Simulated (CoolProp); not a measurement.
Properties of R1224YDZ along the isotherm 473.1 K.

Values from CoolProp's reference Helmholtz-energy equation of state, Akasaka 2023.

```
p (kPa)          phase  cp (kJ/(kg K))  speed of sound (m/s)  expansivity (1/kK)
-------  -------------  --------------  --------------------  ------------------
52.7               gas           1.015                 166.9               2.143
99.9               gas           1.017                 166.4               2.170
189                gas           1.020                 165.4               2.221
359                gas           1.026                 163.6               2.325
681                gas           1.038                 160.0               2.543
1290               gas           1.067                 153.1               3.045
2450               gas           1.153                 139.1               4.512
4640     supercritical           1.648                 112.4               12.46
8790     supercritical           1.577                 186.6               7.086
16700    supercritical           1.358                 314.2               3.144
```
